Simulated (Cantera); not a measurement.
Feed: 1 mol Ta2O5, 0.39 mol C, 0.2 mol H2, at 0.133 bar.

Equilibrium computed with Cantera from the NASA thermochemical tables; the gas is ideal and each condensed phase is pure. Candidate condensed phases: C, C6H6, C7H8, C8H18, H2O, Ta, TaC, Ta2O5; 113 gas species. The numbers say what is thermodynamically allowed, not how fast it happens.

Q: At 825 K, list the 3 most abundant gas species with their mole fractions, and the condensed phases.

A: H2 0.902, CH4 0.0981, H2O 1.15e-5. Condensed: C(graphite) + Ta2O5(s).
